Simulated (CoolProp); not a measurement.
Saturation properties of R227EA (Tc = 374.9 K, pc = 2925 kPa, ω = 0.358).

Model: reference Helmholtz-energy equation of state, Lemmon 2016, in CoolProp.

```
T (K)  p (kPa)  liquid density (kg/m³)  vapour density (kg/m³)  liquid cp (kJ/(kg K))  surface tension (mN/m)  liquid viscosity (µPa s)
-----  -------  ----------------------  ----------------------  ---------------------  ----------------------  ------------------------
193.1    2.056                    1746                  0.2183                 0.9784                    20.5                      1100
197.9    3.072                    1732                  0.3186                 0.9849                    19.8                      1010
202.6    4.451                    1718                  0.4516                 0.9913                    19.2                       930
207.4    6.366                    1703                  0.6320                 0.9980                    18.5                       859
212.1    8.867                    1689                  0.8624                  1.005                    17.9                       797
216.9    12.22                    1674                   1.165                  1.012                    17.2                       739
221.6    16.45                    1660                   1.539                  1.019                    16.6                       688
226.4    21.95                    1645                   2.016                  1.026                    16.0                       640
231.1    28.71                    1630                   2.593                  1.034                    15.3                       598
235.8    37.06                    1615                   3.294                  1.041                    14.7                       559
240.6    47.52                    1599                   4.159                  1.049                    14.1                       522
245.3    59.92                    1583                   5.172                  1.058                    13.5                       488
250.1    75.12                    1567                   6.398                  1.066                    12.9                       457
254.8    92.82                    1551                   7.811                  1.075                    12.3                       429
259.6    114.1                    1535                   9.498                  1.085                    11.7                       401
```

It boils at 256.8 K under 1 atm.

Viscosity comes from a separate model (Huber 2003), an estimate that may be off by 10 % or more. Surface tension comes from a separate correlation (Mulero 2012).
